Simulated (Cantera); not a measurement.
Mixture: 24.2 % H₂, 15.9 % O₂, 59.8 % N₂, at 3750 Torr, adiabatic and at constant pressure. Ignition delay is the time to a rise of 400 K.

Model: the H2/O2 subset of GRI-Mech 3.0, which has no nitrogen chemistry, integrated in Cantera. The hydrogen kinetics of GRI-Mech 3.0 are dated; newer H2 mechanisms differ, most at raised pressure. Below about 950 K walls govern HO2 and H2O2 in real vessels. Where the delays flatten at high temperature, the 400 K rule measures the pace of heat release, not the induction time.

### Question
Predict: delay at 948 K; delay at 1098 K; delay at 1248 K; delay at 1398 K; delay at 1548 K.

### Answer
```json
{
 "delay at 948 K": "50.5 ms",
 "delay at 1098 K": "0.568 ms",
 "delay at 1248 K": "9.72 µs",
 "delay at 1398 K": "4.17 µs",
 "delay at 1548 K": "2.55 µs"
}
```
